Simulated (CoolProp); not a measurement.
Model: reference Helmholtz-energy equation of state, Thol 2019, in CoolProp.

**Question.** For n-hexane, give the phase and the cp (kJ/(kg K)), viscosity (µPa s) at 385.8 K and 6.09 MPa; 432.7 K and 6.09 MPa.

**Answer.** 
- 385.8 K and 6.09 MPa: liquid; cp 2.65, viscosity 154
- 432.7 K and 6.09 MPa: liquid; cp 2.90, viscosity 110

Viscosity comes from a separate model (Michailidou 2013).
